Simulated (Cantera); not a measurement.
Feed: 1 mol Cu, 8.1 mol HF, equilibrated at 0.000270 bar.

Method: chemical equilibrium by Gibbs-energy minimisation in Cantera with the NASA 1993 tables (ideal gas, pure condensed phases). Candidate condensed phases: Cu, CuF2; 15 gas species. Kinetics and transport are ignored.

log p: log10 of the partial pressure in bar; n: condensed amount in mol.

| T (°C) | log p HF | log p Cu | log p CuF | log p H2 | n Cu(s) | n Cu(l) |
|---|---|---|---|---|---|---|
| 127 | -3.57 | <-15 | <-15 | <-15 | 1.00 | 0 |
| 227 | -3.57 | <-15 | <-15 | -15.34 | 1.00 | 0 |
| 327 | -3.57 | <-15 | -14.49 | -14.66 | 1.00 | 0 |
| 427 | -3.57 | <-15 | -12.31 | -12.60 | 1.00 | 0 |
| 527 | -3.57 | -15.17 | -10.70 | -11.00 | 1.000 | 0 |
| 627 | -3.57 | ___ | ___ | ___ | 1.000 | 0 |
| 727 | -3.57 | -10.81 | -8.47 | -8.77 | 1.000 | 0 |
| 827 | -3.57 | -9.23 | -7.66 | -7.96 | 0.999 | 0 |
| 927 | -3.57 | -7.91 | -6.98 | -7.28 | 0.997 | 0 |
| 1027 | -3.57 | ___ | ___ | ___ | 0.984 | 0 |
| 1127 | -3.57 | -5.87 | -5.94 | -6.24 | 0 | 0.925 |
| 1227 | -3.59 | -5.08 | -5.55 | -5.86 | 0 | 0.657 |

Complete the blanks.


- 627, log p Cu: -12.74
- 627, log p CuF: -9.46
- 627, log p H2: -9.76
- 1027, log p Cu: -6.80
- 1027, log p CuF: -6.41
- 1027, log p H2: -6.72
